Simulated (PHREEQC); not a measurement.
0.66 g of hydrous ferric oxide (600 m²/g; 0.2 weak and 0.005 strong sites per Fe, Dzombak-Morel constants, diffuse double layer) in 1 kg of water with 0.005 mol/kgw of an inert sodium salt and 0.0034 mmol/kgw CaCl2, at 25 °C; the pH is set by adding NaOH or the inert anion's acid. Oxygen is held at 0.21 atm. No CO2 enters from the air. Nothing may precipitate in this run.

The series has 13 steps of pH, from 4 to 10.

Equilibrium calculation in PHREEQC: ion-association model, wateq4f.dat.

Near which pH is half of the Ca sorbed, and on which side is more sorbed?

Near pH 7.9, with more sorbed at higher pH.
